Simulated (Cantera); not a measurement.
Charge: 1 mol AlBr₃, a varied amount of H₂O, 54 mol N₂, at 825 °C and 2.33 Torr.

Cantera equilibrium calculation (NASA polynomials, part measured and part estimated; ideal gas, pure solids and liquids). Candidate condensed phases: Al, AlBr₃, AlN, Al₂O₃, Br₂, H₂O; 41 gas species. Equilibrium is a limit: real reactors are often held back by kinetics, nucleation or transport.

Task: At 10 mol H₂O, list the 4 most abundant gas species with their mole fractions, and the condensed phases.

Result: N₂ 0.824, H₂O 0.130, HBr 0.0450, Br 0.000793. Condensed: Al₂O₃(s).
